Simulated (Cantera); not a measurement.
A freely propagating, adiabatic, planar premixed flame of CH₄ : C₂H₆ : C₃H₈ : O₂ : N₂ = 1 : 0.52 : 0.067 : 3.78 : 16.6 (molar parts), unburnt at 423 K and 9.47 atm; mixture-averaged transport, grid criteria slope 0.08 and curve 0.16, no radiation.

Model: GRI-Mech 3.0 (53 species, 325 reactions), integrated in Cantera. Burning velocities carry a grid error of a few per cent, more on coarse grids.

**Question.** Predict: laminar burning velocity; thermal thickness; peak x(O).

**Answer.** 
| Property | Result |
|---|---|
| laminar burning velocity | 24.2 cm/s |
| thermal thickness | 0.0878 mm |
| peak x(O) | 0.000461 |
